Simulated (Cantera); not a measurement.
Charge: 1 mol C3H8, 0.018 mol NH3, 4.8 mol N2, 1.5 mol CO2, equilibrated at 1923.15 K and 750 Torr.

Method: chemical equilibrium by Gibbs-energy minimisation in Cantera with the NASA 1993 tables (ideal gas, pure condensed phases). Candidate condensed phases: C, C6H6, C7H8, C8H18, H2O; 136 gas species. Equilibrium is a limit: real reactors are often held back by kinetics, nucleation or transport.

Base state: N2 0.404, H2 0.338, CO 0.253, HCN 0.00398, H 0.000548, HNC 0.000195, C2H2 (acetylene) 0.000153, CH4 5.98e-5 (mole fractions); condensed: C(graphite).

### Question
What changes in the equilibrium state with this change: C3H8 replaced by C2H6?

### Answer
```
species             before     after
----------------  --------  --------
N2                   0.404     0.442
H2                   0.338     0.277
CO                   0.253     0.277
CH4                5.98e-5   4.03e-5
C2H2 (acetylene)  0.000153  0.000125
H2O                1.38e-5   1.24e-5
C(graphite), mol      1.45     0.454
```

### Question
What changes in the equilibrium state with this change: C3H8 replaced by C6H6?

### Answer
| species | before | after |
|---|---|---|
| N2 | 0.404 | 0.442 |
| H2 | 0.338 | 0.277 |
| CO | 0.253 | 0.277 |
| CH4 | 5.98e-5 | 4.03e-5 |
| C2H2 (acetylene) | 0.000153 | 0.000125 |
| H2O | 1.38e-5 | 1.24e-5 |
| H | 0.000548 | 0.000496 |
| C(graphite), mol | 1.45 | 4.45 |
